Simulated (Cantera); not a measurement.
An adiabatic, constant-volume homogeneous reactor starts with CH4 : H2 : O2 : N2 = 1 : 0.031 : 1.34 : 5.05 (molar parts), equivalence ratio 1.5, at 1450 K and 100000 Pa. Integrator tolerance rtol = 1e-08.

Cantera simulation using GRI-Mech 3.0 (53 species, 325 reactions); the numbers are that mechanism's predictions, not measurements.

### Question
What does this change do: pressure from 100000 Pa to 1500000 Pa?

### Answer
```json
[
 {"quantity": "time of steepest temperature rise", "before": "1.87 ms", "after": "0.193 ms"},
 {"quantity": "temperature at 0.500 s", "before": "2895 K", "after": "3082 K"},
 {"quantity": "equilibrium temperature", "before": "2895 K", "after": "3082 K"},
 {"quantity": "x(CH4) at 0.500 s", "before": "<1e-12 (gas-phase equilibrium 1.16e-12)", "after": "1.35e-10 (gas-phase equilibrium 1.54e-10)"},
 {"quantity": "x(H2) at 0.500 s", "before": "0.0749 (gas-phase equilibrium 0.0749)", "after": "0.0739 (gas-phase equilibrium 0.0739)"},
 {"quantity": "x(O2) at 0.500 s", "before": "0.00185 (gas-phase equilibrium 0.00185)", "after": "0.000502 (gas-phase equilibrium 0.000502)"},
 {"quantity": "x(NO) at 0.500 s", "before": "0.00346 (gas-phase equilibrium 0.00346)", "after": "0.00228 (gas-phase equilibrium 0.00228)"},
 {"quantity": "x(CH2O) at 0.500 s", "before": "6.32e-9 (gas-phase equilibrium 6.32e-9)", "after": "9.95e-8 (gas-phase equilibrium 9.95e-8)"}
]
```
The pressure lies above the range GRI-Mech 3.0 was tuned for (to about 10 atm). Above 3000 K some thermodynamic fits are extrapolated.

### Question
What does this change do: 0.017 parts C2H6 added?

### Answer
```tsv
quantity	before	after
time of steepest temperature rise	1.87 ms	1.18 ms
temperature at 0.500 s	2895 K	2886 K
equilibrium temperature	2895 K	2886 K
x(CH4) at 0.500 s	<1e-12 (gas-phase equilibrium 1.16e-12)	1.37e-12 (gas-phase equilibrium 1.61e-12)
x(H2) at 0.500 s	0.0749 (gas-phase equilibrium 0.0749)	0.0812 (gas-phase equilibrium 0.0812)
x(O2) at 0.500 s	0.00185 (gas-phase equilibrium 0.00185)	0.00143 (gas-phase equilibrium 0.00143)
x(NO) at 0.500 s	0.00346 (gas-phase equilibrium 0.00346)	0.00300 (gas-phase equilibrium 0.00300)
x(CH2O) at 0.500 s	6.32e-9 (gas-phase equilibrium 6.32e-9)	7.18e-9 (gas-phase equilibrium 7.18e-9)
```
